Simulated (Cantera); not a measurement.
A perfectly stirred reactor is fed with CO : H₂ : CH₄ : O₂ : N₂ = 1 : 1 : 0.15 : 2.6 : 9.78 (molar parts), at 7.60 bar; it is adiabatic with a 475 K inlet, and is followed from long to short residence time, starting on the burning branch (τ in s: 0.051, 0.027, 0.014, 0.0076, 0.0041, 0.0022, 0.0011, 0.00061, 0.00033, 0.00017, 9.2e-05, 4.9e-05).

Cantera simulation using GRI-Mech 3.0 (53 species, 325 reactions); the numbers are that mechanism's predictions, not measurements.

Q: What does this change do: CO 1 to 1.3 parts?

A: 
```
quantity                                                                      before                                   after
------------------------------------------------  ----------------------------------  --------------------------------------
blow-out, bracketed by the residence times tried  burning at 92.0 µs, out at 49.0 µs  burning at 49.0 µs, the shortest tried
x(CO) at τ = 51.0 ms                                                        0.000200                                0.000260
x(H₂) at τ = 51.0 ms                                                         2.57e-5                                 3.61e-5
x(CH₄) at τ = 51.0 ms                                                        1.39e-6                                 7.63e-7
x(CO₂) at τ = 51.0 ms                                                         0.0848                                   0.106
x(H₂O) at τ = 51.0 ms                                                         0.0958                                  0.0946
x(CO) at τ = 1.10 ms                                                         0.00285                                 0.00313
x(H₂) at τ = 1.10 ms                                                        0.000314                                0.000332
x(CH₄) at τ = 1.10 ms                                                        1.85e-5                                 1.15e-5
x(CO₂) at τ = 1.10 ms                                                         0.0819                                   0.103
x(H₂O) at τ = 1.10 ms                                                         0.0948                                  0.0934
```

Q: What does this change do: N2 9.78 to 7 parts?

A: 
| quantity | before | after |
|---|---|---|
| blow-out, bracketed by the residence times tried | burning at 92.0 µs, out at 49.0 µs | burning at 49.0 µs, the shortest tried |
| x(CO) at τ = 51.0 ms | 0.000200 | 0.000341 |
| x(H₂) at τ = 51.0 ms | 2.57e-5 | 7.02e-5 |
| x(CH₄) at τ = 51.0 ms | 1.39e-6 | 3.86e-7 |
| x(CO₂) at τ = 51.0 ms | 0.0848 | 0.107 |
| x(H₂O) at τ = 51.0 ms | 0.0958 | 0.120 |
| x(CO) at τ = 1.10 ms | 0.00285 | 0.00237 |
| x(H₂) at τ = 1.10 ms | 0.000314 | 0.000315 |
| x(CH₄) at τ = 1.10 ms | 1.85e-5 | 9.14e-6 |
| x(CO₂) at τ = 1.10 ms | 0.0819 | 0.104 |
| x(H₂O) at τ = 1.10 ms | 0.0948 | 0.119 |
